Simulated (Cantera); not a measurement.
Input: 1 mol Si, 25 mol HBr, equilibrated at 923.15 K and 10.0 Torr.

Equilibrium computed with Cantera from the NASA thermochemical tables; the gas is ideal and each condensed phase is pure. Candidate condensed phases: Br₂, Si; 19 gas species. Kinetics and transport are ignored.

Base state: HBr 0.875, H₂ 0.0833, SiBr₄ 0.0417, Br 2.21e-5 (mole fractions); condensed: gas only.

Task: What changes in the equilibrium state with this change: HBr from 25 to 2.5 mol?

Result: 
| species | before | after |
|---|---|---|
| H₂ | 0.0833 | 0.637 |
| SiBr₄ | 0.0417 | 0.311 |
| HBr | 0.875 | 0.0372 |
| SiHBr₃ | 8.06e-6 | 0.0108 |
| SiH₂Br₂ | <1e-9 | 0.000178 |
| SiBr₂ | 5.96e-8 | 0.00189 |
| SiBr₃ | 2.31e-6 | 0.00112 |
| Br | 2.21e-5 | 3.39e-7 |
| Si(s), mol | 0 | 0.385 |
The tables' values for SiBr₃ are old estimates; treat these amounts as uncertain.
